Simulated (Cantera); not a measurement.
An isothermal, constant-pressure homogeneous reactor starts with CO : O2 : H2O : N2 = 0.016 : 0.038 : 0.0024 : 1 (molar parts), equivalence ratio 0.21, at 1050 K and 1.01 bar.

Cantera simulation using GRI-Mech 3.0 (53 species, 325 reactions); the numbers are that mechanism's predictions, not measurements.

x: mole fraction; the columns are a selection and need not sum to one.

```csv
t (s),x CO,x O2,x H2O,x N2O,x HO2,x NO
0.000200,0.0151,0.0360,0.00227,<1e-12,3.76e-12,<1e-12
0.000551,0.0151,0.0360,0.00227,<1e-12,4.63e-11,<1e-12
0.00152,0.0151,0.0360,0.00227,<1e-12,4.28e-10,<1e-12
0.00417,0.0151,0.0360,0.00227,2.93e-12,3.68e-9,<1e-12
0.0115,0.0151,0.0360,0.00227,4.21e-11,5.36e-8,<1e-12
0.0316,0.0150,0.0359,0.00227,1.17e-8,3.55e-6,2.64e-11
0.0871,0.00964,0.0333,0.00226,2.96e-7,3.93e-6,(withheld)
0.240,0.00338,0.0303,0.00228,6.47e-7,2.50e-6,(withheld)
0.660,0.000651,0.0289,0.00229,8.62e-7,1.09e-6,3.39e-8
1.82,7.35e-5,0.0286,0.00229,9.41e-7,2.68e-7,3.47e-8
5.00,4.44e-6,0.0286,0.00229,9.29e-7,2.46e-8,(withheld)
```

Some entries are withheld; supply them.


- 0.0871, x NO: 6.09e-9
- 0.240, x NO: 2.15e-8
- 5.00, x NO: 3.79e-8
